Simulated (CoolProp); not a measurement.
A single-stage vapour-compression cycle with R123: evaporating at 306.15 K (dew point), condensing at 330.15 K (bubble point), superheat 2 K, subcooling 0 K, compressor efficiency 0.7, no pressure losses. Each further row changes one setting.

Computed with CoolProp (reference Helmholtz-energy equation of state, Younglove 1994). It is a modified Benedict-Webb-Rubin equation, recast in Helmholtz form.

```csv
case,cooling COP,pressure ratio,discharge temperature (K),refrigerating effect (kJ/kg),volumetric capacity (kJ/m³)
as stated,8.13,2.15,336.5,144,1100
evaporating temperature 311.15 K,10.6,[?],335.4,[?],1320
condensing temperature 325.15 K,[?],[?],330.9,150,1140
subcooling 5 K,8.43,2.15,336.5,150,1140
superheat 12 K,8.21,2.15,346.8,151,1110
compressor efficiency 0.6,[?],2.15,340.4,144,1100
```

Question: Complete the blanks.

Answer: 
- evaporating temperature 311.15 K, pressure ratio: 1.81
- evaporating temperature 311.15 K, refrigerating effect (kJ/kg): 147
- condensing temperature 325.15 K, cooling COP: 10.5
- condensing temperature 325.15 K, pressure ratio: 1.85
- compressor efficiency 0.6, cooling COP: 6.97
